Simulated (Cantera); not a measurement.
**Pyrogenic steam for wet oxidation**

An isothermal, constant-pressure homogeneous reactor starts with 6.94 % H2, 8.46 % O2, 84.6 % N2, equivalence ratio 0.41, at 1225 K and 0.132 atm.

Detailed kinetics in Cantera: GRI-Mech 3.0 (53 species, 325 reactions). The temperature is held fixed by assumption; the heat of reaction is taken as removed at once.

```
t (s)         x H2    x O2     x NO2     x HO2      x NO
--------  --------  ------  --------  --------  --------
5.00e-6     0.0694  0.0846    <1e-12  4.29e-10    <1e-12
1.26e-5     0.0694  0.0846    <1e-12   1.08e-9    <1e-12
3.16e-5     0.0694  0.0846    <1e-12   2.73e-9    <1e-12
7.93e-5     0.0694  0.0846    <1e-12   7.02e-9    <1e-12
0.000199    0.0694  0.0846    <1e-12   2.59e-8    <1e-12
0.000501    0.0670  0.0835    <1e-12   4.16e-6  1.16e-10
0.00126    0.00527  0.0532  1.07e-10   4.15e-6   3.15e-6
0.00316    0.00263  0.0519  3.63e-10   4.10e-6   6.26e-6
0.00795   0.000588  0.0515   1.47e-9   3.23e-6   6.81e-6
0.0200     7.51e-5  0.0516   8.20e-9   1.27e-6   6.83e-6
0.0502     1.09e-5  0.0517   1.99e-8   2.91e-7   6.82e-6
0.126      2.29e-6  0.0517   2.33e-8   7.19e-8   6.81e-6
0.317      6.29e-7  0.0517   1.89e-8   2.16e-8   6.82e-6
0.796      2.05e-7  0.0517   1.38e-8   7.91e-9   6.82e-6
2.00       7.47e-8  0.0517   1.16e-8   3.94e-9   6.83e-6
```
x: mole fraction; the columns are a selection and need not sum to one.

Equilibrium at this temperature and pressure: H2 1.84e-8, O2 0.0516, NO2 3.36e-7, HO2 3.15e-9, NO 0.000124 (gas phase only).
